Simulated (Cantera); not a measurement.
Cantera run:

```python
import numpy as np
import cantera as ct

gas_names = """
    H H2 N NH NH2 NH3 N2 N2H2 N2H4 Si SiH SiH2 SiH3 SiH4 SiN Si2 Si2N Si3
""".split()
cond_names = """
    Si(cr) Si(L) Si3N4(a)
""".split()


# ... load() reads the species with a 1 bar reference pressure and builds the phases ...
atoms = {
    'trisilylamine': {'Si': 3, 'N': 1, 'H': 9},
    'NH3': {'N': 1, 'H': 3},
}
top_T = {'Si3N4(a)': 2400}  # K; cautious upper limits of use, not melting points


# ... equilibrate(T, P, feed) seeds the gas with the atoms and calls Mixture.equilibrate('TP', solver="vcs", rtol=1e-11, max_steps=5000) ...
results = []
P = 1700  # Pa
for T in [1373, 1398, 1423, 1448, 1473, 1498, 1523, 1548, 1573, 1598, 1623, 1648, 1673, 1698]:
    for m in [0.13, 0.2, 0.29, 0.43, 0.64, 0.95, 1.4, 2.1, 3.1, 4.6, 6.8]:
        feed = {'trisilylamine': 1, 'NH3': m}  # mol
        mix = equilibrate(T, P, feed)
        results.append((T, P, feed, dict(zip(mix.species_names, mix.species_moles))))

for T, P, feed, n in results:
    print(f"{T:7g} {feed['NH3']:10.4g}  " + (" + ".join(c for c in cond_names if n.get(c, 0) > 1e-12) or "gas only"))
```

It prints:

```
   1373       0.13  Si(cr) + Si3N4(a)
   1373        0.2  Si(cr) + Si3N4(a)
   1373       0.29  Si(cr) + Si3N4(a)
   1373       0.43  Si(cr) + Si3N4(a)
   1373       0.64  Si(cr) + Si3N4(a)
   1373       0.95  Si(cr) + Si3N4(a)
   1373        1.4  Si(cr) + Si3N4(a)
   1373        2.1  Si(cr) + Si3N4(a)
   1373        3.1  Si3N4(a)
   1373        4.6  Si3N4(a)
   1373        6.8  Si3N4(a)
   1398       0.13  Si(cr) + Si3N4(a)
   1398        0.2  Si(cr) + Si3N4(a)
   1398       0.29  Si(cr) + Si3N4(a)
   1398       0.43  Si(cr) + Si3N4(a)
   1398       0.64  Si(cr) + Si3N4(a)
   1398       0.95  Si(cr) + Si3N4(a)
   1398        1.4  Si(cr) + Si3N4(a)
   1398        2.1  Si(cr) + Si3N4(a)
   1398        3.1  Si3N4(a)
   1398        4.6  Si3N4(a)
   1398        6.8  Si3N4(a)
   1423       0.13  Si(cr) + Si3N4(a)
   1423        0.2  Si(cr) + Si3N4(a)
   1423       0.29  Si(cr) + Si3N4(a)
   1423       0.43  Si(cr) + Si3N4(a)
   1423       0.64  Si(cr) + Si3N4(a)
   1423       0.95  Si(cr) + Si3N4(a)
   1423        1.4  Si(cr) + Si3N4(a)
   1423        2.1  Si(cr) + Si3N4(a)
   1423        3.1  Si3N4(a)
   1423        4.6  Si3N4(a)
   1423        6.8  Si3N4(a)
   1448       0.13  Si(cr) + Si3N4(a)
   1448        0.2  Si(cr) + Si3N4(a)
   1448       0.29  Si(cr) + Si3N4(a)
   1448       0.43  Si(cr) + Si3N4(a)
   1448       0.64  Si(cr) + Si3N4(a)
   1448       0.95  Si(cr) + Si3N4(a)
   1448        1.4  Si(cr) + Si3N4(a)
   1448        2.1  Si(cr) + Si3N4(a)
   1448        3.1  Si3N4(a)
   1448        4.6  Si3N4(a)
   1448        6.8  Si3N4(a)
   1473       0.13  Si(cr) + Si3N4(a)
   1473        0.2  Si(cr) + Si3N4(a)
   1473       0.29  Si(cr) + Si3N4(a)
   1473       0.43  Si(cr) + Si3N4(a)
   1473       0.64  Si(cr) + Si3N4(a)
   1473       0.95  Si(cr) + Si3N4(a)
   1473        1.4  Si(cr) + Si3N4(a)
   1473        2.1  Si(cr) + Si3N4(a)
   1473        3.1  Si3N4(a)
   1473        4.6  Si3N4(a)
   1473        6.8  Si3N4(a)
   1498       0.13  Si(cr) + Si3N4(a)
   1498        0.2  Si(cr) + Si3N4(a)
   1498       0.29  Si(cr) + Si3N4(a)
   1498       0.43  Si(cr) + Si3N4(a)
   1498       0.64  Si(cr) + Si3N4(a)
   1498       0.95  Si(cr) + Si3N4(a)
   1498        1.4  Si(cr) + Si3N4(a)
   1498        2.1  Si(cr) + Si3N4(a)
   1498        3.1  Si3N4(a)
   1498        4.6  Si3N4(a)
   1498        6.8  Si3N4(a)
   1523       0.13  Si(cr) + Si3N4(a)
   1523        0.2  Si(cr) + Si3N4(a)
   1523       0.29  Si(cr) + Si3N4(a)
   1523       0.43  Si(cr) + Si3N4(a)
   1523       0.64  Si(cr) + Si3N4(a)
   1523       0.95  Si(cr) + Si3N4(a)
   1523        1.4  Si(cr) + Si3N4(a)
   1523        2.1  Si(cr) + Si3N4(a)
   1523        3.1  Si3N4(a)
   1523        4.6  Si3N4(a)
   1523        6.8  Si3N4(a)
   1548       0.13  Si(cr) + Si3N4(a)
   1548        0.2  Si(cr) + Si3N4(a)
   1548       0.29  Si(cr) + Si3N4(a)
   1548       0.43  Si(cr) + Si3N4(a)
   1548       0.64  Si(cr) + Si3N4(a)
   1548       0.95  Si(cr) + Si3N4(a)
   1548        1.4  Si(cr) + Si3N4(a)
   1548        2.1  Si(cr) + Si3N4(a)
   1548        3.1  Si(cr) + Si3N4(a)
   1548        4.6  Si3N4(a)
   1548        6.8  Si3N4(a)
   1573       0.13  Si(cr) + Si3N4(a)
   1573        0.2  Si(cr) + Si3N4(a)
   1573       0.29  Si(cr) + Si3N4(a)
   1573       0.43  Si(cr) + Si3N4(a)
   1573       0.64  Si(cr) + Si3N4(a)
   1573       0.95  Si(cr) + Si3N4(a)
   1573        1.4  Si(cr) + Si3N4(a)
   1573        2.1  Si(cr) + Si3N4(a)
   1573        3.1  Si(cr) + Si3N4(a)
   1573        4.6  Si3N4(a)
   1573        6.8  Si3N4(a)
   1598       0.13  Si(cr) + Si3N4(a)
   1598        0.2  Si(cr) + Si3N4(a)
   1598       0.29  Si(cr) + Si3N4(a)
   1598       0.43  Si(cr) + Si3N4(a)
   1598       0.64  Si(cr) + Si3N4(a)
   1598       0.95  Si(cr) + Si3N4(a)
   1598        1.4  Si(cr) + Si3N4(a)
   1598        2.1  Si(cr) + Si3N4(a)
   1598        3.1  Si(cr) + Si3N4(a)
   1598        4.6  Si3N4(a)
   1598        6.8  Si3N4(a)
   1623       0.13  Si(cr) + Si3N4(a)
   1623        0.2  Si(cr) + Si3N4(a)
   1623       0.29  Si(cr) + Si3N4(a)
   1623       0.43  Si(cr) + Si3N4(a)
   1623       0.64  Si(cr) + Si3N4(a)
   1623       0.95  Si(cr) + Si3N4(a)
   1623        1.4  Si(cr) + Si3N4(a)
   1623        2.1  Si(cr) + Si3N4(a)
   1623        3.1  Si(cr) + Si3N4(a)
   1623        4.6  Si3N4(a)
   1623        6.8  Si3N4(a)
   1648       0.13  Si(cr) + Si3N4(a)
   1648        0.2  Si(cr) + Si3N4(a)
   1648       0.29  Si(cr) + Si3N4(a)
   1648       0.43  Si(cr) + Si3N4(a)
   1648       0.64  Si(cr) + Si3N4(a)
   1648       0.95  Si(cr) + Si3N4(a)
   1648        1.4  Si(cr) + Si3N4(a)
   1648        2.1  Si(cr) + Si3N4(a)
   1648        3.1  Si(cr) + Si3N4(a)
   1648        4.6  Si3N4(a)
   1648        6.8  Si3N4(a)
   1673       0.13  Si(cr) + Si3N4(a)
   1673        0.2  Si(cr) + Si3N4(a)
   1673       0.29  Si(cr) + Si3N4(a)
   1673       0.43  Si(cr) + Si3N4(a)
   1673       0.64  Si(cr) + Si3N4(a)
   1673       0.95  Si(cr) + Si3N4(a)
   1673        1.4  Si(cr) + Si3N4(a)
   1673        2.1  Si(cr) + Si3N4(a)
   1673        3.1  Si(cr) + Si3N4(a)
   1673        4.6  Si3N4(a)
   1673        6.8  Si3N4(a)
   1698       0.13  Si(L) + Si3N4(a)
   1698        0.2  Si(L) + Si3N4(a)
   1698       0.29  Si(L) + Si3N4(a)
   1698       0.43  Si(L) + Si3N4(a)
   1698       0.64  Si(L) + Si3N4(a)
   1698       0.95  Si(L) + Si3N4(a)
   1698        1.4  Si(L) + Si3N4(a)
   1698        2.1  Si(L) + Si3N4(a)
   1698        3.1  Si(L) + Si3N4(a)
   1698        4.6  Si(L) + Si3N4(a)
   1698        6.8  Si3N4(a)
```

These are equilibrium values from Cantera (NASA tables, ideal gas, pure condensed phases), not measurements of a reactor. The feed counts by its element totals alone. Mutual solubility and eutectic melting of coexisting phases are not modelled.
